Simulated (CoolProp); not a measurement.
Properties of octamethyltrisiloxane (MDM) along the isotherm 123.15 °C.

The numbers come from the reference Helmholtz-energy equation of state, Thol 2017 in CoolProp.

| p (MPa) | phase | isothermal compressibility (1/MPa) | expansivity (1/kK) |
|---|---|---|---|
| 0.225 | liquid | 0.004669 | 1.630 |
| 0.449 | liquid | 0.004611 | 1.617 |
| 0.674 | liquid | 0.004555 | 1.605 |
| 0.898 | liquid | 0.004501 | 1.594 |
| 1.12 | liquid | 0.004448 | 1.582 |
| 1.35 | liquid | 0.004395 | 1.571 |
| 1.57 | liquid | 0.004346 | 1.560 |
| 1.8 | liquid | 0.004296 | 1.549 |
| 2.02 | liquid | 0.004249 | 1.539 |
| 2.25 | liquid | 0.004201 | 1.528 |
| 2.47 | liquid | 0.004157 | 1.519 |
| 2.7 | liquid | 0.004111 | 1.509 |
| 2.92 | liquid | 0.004069 | 1.499 |
| 3.14 | liquid | 0.004027 | 1.490 |
| 3.37 | liquid | 0.003985 | 1.481 |
| 3.59 | liquid | 0.003946 | 1.472 |
